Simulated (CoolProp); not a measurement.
Values from CoolProp's reference Helmholtz-energy equation of state, Thol 2015.

Task: For 1,2-dichloroethane, give the phase and the cp (kJ/(kg K)), Joule-Thomson coefficient (K/MPa) at 136.85 °C and 19200 kPa.

Result: 
- 136.85 °C and 19200 kPa: liquid; cp 1.39, Joule-Thomson coefficient -0.285
